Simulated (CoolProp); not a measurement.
Model: reference Helmholtz-energy equation of state, Lemmon 2005, in CoolProp. It is a short technical equation, of lower accuracy than the large ones.

Task: For isobutene, give the phase and the density (kg/m³), speed of sound (m/s), Joule-Thomson coefficient (K/MPa), expansivity (1/kK) at 257.2 K and 11.9 bar; 338.8 K and 11.9 bar.

Result: 
- 257.2 K and 11.9 bar: liquid; density 638, speed of sound 1110, Joule-Thomson coefficient -0.399, expansivity 1.73
- 338.8 K and 11.9 bar: liquid; density 534, speed of sound 656, Joule-Thomson coefficient 0.00470, expansivity 2.97
